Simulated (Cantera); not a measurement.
Ignition delay

Mixture: 8.44 % CH₄, 1.77 % C₂H₆, 2.70 % C₃H₈, 18.3 % O₂, 68.8 % N₂, at 900 Torr, adiabatic and at constant volume. Ignition delay is the time to a rise of 400 K.

Detailed kinetics in Cantera: GRI-Mech 3.0 (53 species, 325 reactions). GRI-Mech 3.0 was tuned for natural gas; its chemistry of propane as a main component is partial and can be far from experiment.

```
T0 (K)  delay (ms)
------  ----------
1275          1.05
1350         0.404
1425         0.177
1500        0.0882
1575        0.0492
1650        0.0302
1725        0.0201
1800        0.0142
1875        0.0105
1950       0.00814
```

The apparent activation energy between 1800 and 1950 K is 110 kJ/mol.
